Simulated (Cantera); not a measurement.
What does this Cantera script print?

```python
import numpy as np
import cantera as ct

gas_names = [...]  # 114 gases of nasa_gas.yaml made of C, Fe, H, O
cond_names = """
    C(gr) C6H6(L) C7H8(L) C8H18(L),n-octa Fe(a) Fe(c) Fe(d) Fe(L) FeC5O5(L) FeO(s) FeO(L) Fe(OH)2(s)
    Fe(OH)3(s) Fe2O3(s) Fe3O4(s) H2O(s) H2O(L)
""".split()


# ... load() reads the species with a 1 bar reference pressure and builds the phases ...
atoms = {
    'Fe2O3': {'Fe': 2, 'O': 3},
    'C': {'C': 1},
    'H2': {'H': 2},
}
top_T = {'C(gr)': 4500, 'Fe2O3(s)': 1830, 'Fe3O4(s)': 1870}  # K; cautious upper limits of use, not melting points


# ... equilibrate(T, P, feed) seeds the gas with the atoms and calls Mixture.equilibrate('TP', solver="vcs", rtol=1e-11, max_steps=5000) ...
results = []
feed = {'Fe2O3': 1, 'C': 8, 'H2': 0.45}  # mol
T = 1073  # K
P = 76  # Pa
mix = equilibrate(T, P, feed)
results.append((T, P, feed, dict(zip(mix.species_names, mix.species_moles))))
x = sorted(zip(gas.X, gas.species_names), reverse=True)
print(f"T = {T:g} K  P = {P:g} Pa  gas = {mix.phase_moles(0):.4g} mol")
print("   x: " + "  ".join(f"{s} {v:.3e}" for v, s in x if v > 1e-05))
print("   condensed (mol): " + ("  ".join(f"{mix.phase(i).name} {mix.phase_moles(i):.4g}"
      for i in range(1, mix.n_phases) if mix.phase_moles(i) > 1e-12) or "none"))
```

It prints:

```
T = 1073 K  P = 76 Pa  gas = 3.45 mol
   x: CO 8.695e-01  H2 1.304e-01  CO2 8.091e-05  H2O 1.121e-05
   condensed (mol): C(gr) 5  Fe(a) 2
```

Cantera equilibrium calculation (NASA polynomials, part measured and part estimated; ideal gas, pure solids and liquids). Condensed phases not in the tables: cementite and carbon dissolved in iron.
